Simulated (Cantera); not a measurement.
A diamond (100) surface in a fixed gas of H2 with x(CH4) = 0.0023, x(H) = 0.0018, at 1300 K, 0.0110 bar; coverages are run to steady state.

Model: the Harris–Goodwin 1993 mechanism for the reconstructed diamond (100) surface, integrated in Cantera.

θ: site fractions in the mechanism's names (c6HH fully hydrogenated, c6H* and c6*H radical sites, c6** diradical, c6HM methylated).

```csv
x(CH3),growth (µm/h),θ c6HH,θ c6H*,θ c6*H,θ c6**,θ c6HM
1e-06,0.000970,0.405,0.0479,0.512,0.0353,4.49e-7
2.1e-06,0.00204,0.405,0.0479,0.512,0.0353,9.42e-7
4.3e-06,0.00417,0.405,0.0479,0.512,0.0353,1.93e-6
8.8e-06,0.00853,0.405,0.0479,0.512,0.0353,3.95e-6
1.8e-05,…,0.405,0.0479,0.512,0.0353,…
3.7e-05,0.0358,0.405,0.0479,0.512,0.0352,1.66e-5
7.7e-05,0.0743,0.405,0.0479,0.512,0.0351,3.45e-5
0.00016,…,0.405,0.0479,0.512,0.0349,…
0.00033,0.312,0.405,0.0478,0.511,0.0344,0.000147
```

What belongs in the gaps?


- 1.8e-05, growth (µm/h): 0.0174
- 1.8e-05, θ c6HM: 8.07e-6
- 0.00016, growth (µm/h): 0.153
- 0.00016, θ c6HM: 7.15e-5
